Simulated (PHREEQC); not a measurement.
A column of 0.2 m (40 cells, dispersivity 0.016 m, 300 s a shift, diffusion coefficient 3e-10 m²/s) holds 0.024 eq of the database's cation exchanger X per kg of pore water, first in equilibrium with 53 mmol/kgw CdCl2, 2.4 mmol/kgw NaCl and 0.01 mmol/kgw HCl. It is flushed with 0.0049 mol/kgw CdCl2, 0.0025 mol/kgw MgSO4 and 1e-05 mol/kgw HCl, at 15 °C. Values are for the last cell. The system is closed to CO2. Precipitation was switched off in this run.

Equilibrium calculation in PHREEQC: ion-association model, phreeqc.dat.

| pore volumes | S in solution (mol/kgw) | Mg in solution (mol/kgw) | Na in solution (mol/kgw) | Cl in solution (mol/kgw) | Cd in solution (mol/kgw) | NaX on the exchanger (mol/kgw) | CdX2 on the exchanger (mol/kgw) |
|---|---|---|---|---|---|---|---|
| 0 | 0 | 0 | 0.00240 | 0.108 | 0.0530 | 0.000192 | 0.0119 |
| 0.4125 | 3.56e-5 | 1.07e-6 | 0.00238 | 0.107 | 0.0523 | 0.000191 | 0.0119 |
| 1.012 | 0.00147 | 0.000268 | 0.00116 | 0.0505 | 0.0258 | 0.000111 | 0.0118 |
| 1.613 | 0.00231 | 0.000680 | 0.000272 | 0.0172 | 0.0101 | 3.38e-5 | 0.0113 |
| 2.013 | 0.00245 | 0.000986 | 9.21e-5 | 0.0118 | 0.00733 | 1.25e-5 | 0.0107 |
| 2.413 | 0.00249 | 0.00134 | 2.99e-5 | 0.0103 | 0.00630 | 4.23e-6 | 0.0102 |
| 3.013 | 0.00250 | 0.00181 | 5.30e-6 | 0.00988 | 0.00562 | 7.62e-7 | 0.00947 |
| 3.612 | 0.00250 | 0.00212 | 9.13e-7 | 0.00982 | 0.00528 | 1.32e-7 | 0.00899 |
| 4.013 | 0.00250 | 0.00226 | 2.80e-7 | 0.00981 | 0.00514 | 4.06e-8 | 0.00878 |
| 4.412 | 0.00250 | 0.00235 | 8.58e-8 | 0.00981 | 0.00505 | 1.24e-8 | 0.00865 |
| 5.013 | 0.00250 | 0.00243 | 1.45e-8 | 0.00981 | 0.00498 | 2.10e-9 | 0.00853 |
| 5.612 | 0.00250 | 0.00246 | 2.44e-9 | 0.00981 | 0.00494 | 3.55e-10 | 0.00847 |
| 6.013 | 0.00250 | 0.00248 | 7.45e-10 | 0.00981 | 0.00492 | 1.08e-10 | 0.00845 |
